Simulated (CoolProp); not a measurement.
A single-stage vapour-compression cycle with R365MFC: evaporating at 273.15 K (dew point), condensing at 294.15 K (bubble point), superheat 0 K, subcooling 2 K, compressor efficiency 0.75, no pressure losses. Each further row changes one setting.

Values from CoolProp's reference Helmholtz-energy equation of state, Lemmon 2016.

| case | cooling COP | pressure ratio | discharge temperature (K) | refrigerating effect (kJ/kg) | volumetric capacity (kJ/m³) |
|---|---|---|---|---|---|
| as stated | 9.14 | 2.61 | 294.7 | 181 | 220 |
| evaporating temperature 278.15 K | 12.5 | 2.04 | 294.4 | 185 | 284 |
| condensing temperature 289.15 K | 12.2 | 2.11 | 289.9 | 187 | 229 |
| subcooling 7 K | 9.48 | 2.61 | 294.7 | 187 | 229 |
| superheat 10 K | 9.24 | 2.61 | 305.0 | 190 | 223 |
| compressor efficiency 0.65 | 7.92 | 2.61 | 297.8 | 181 | 220 |
